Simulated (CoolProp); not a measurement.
Carbon dioxide along the isotherm 72.05 °C: fugacity coefficient from the reference equation and from simpler models built on Tc = 31.0 °C, pc = 7.377 MPa, ω = 0.224; each cubic takes its own stable root.

Values from CoolProp's reference Helmholtz-energy equation of state, Span 1996.

| p (MPa) | phase | reference |
|---|---|---|
| 0.035 | gas | 0.9989 |
| 0.0796 | gas | 0.9976 |
| 0.181 | gas | 0.9945 |
| 0.412 | gas | 0.9875 |
| 0.939 | gas | 0.9717 |
| 2.14 | gas | 0.9360 |
| 4.86 | gas | 0.8576 |
| 11.1 | supercritical | 0.6889 |

Task: How far does each simpler model (van der Waals, Soave-Redlich-Kwong) lie from the reference over these 8 states: mean and median of the absolute difference, and the worst?

Result: 
- van der Waals: mean 0.3 %, median 0.1 %, worst -1.7 % at 72.05 °C and 11.1 MPa
- Soave-Redlich-Kwong: mean 0.2 %, median 0.0 %, worst +1.4 % at 72.05 °C and 11.1 MPa
